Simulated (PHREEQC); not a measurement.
Model water analysis in mg/L, 25 °C, pH 6.1, pe 11.2:

```csv
constituent,mg/L
Na,0.00394
K,0.0119
Ca,0.00959
Mg,0.00423
Cl,0.0125
S(6) as SO4,0.0133
Alkalinity as HCO3,0.042
Si as SiO2,0.000371
```

Valence states are taken as typed.

Equilibrium calculation in PHREEQC: ion-association model, phreeqc.dat.

No solid was allowed to form.

Task: Estimate the ionic strength, charge-balance error.

Result: ionic strength 2.66e-6 mol/kgw; charge-balance error -0.4 %.

Task: In which forms is C present?

Result: CO2 64 %, HCO3- 36 % of the C.

Complexes and solids missing from the database can't appear.
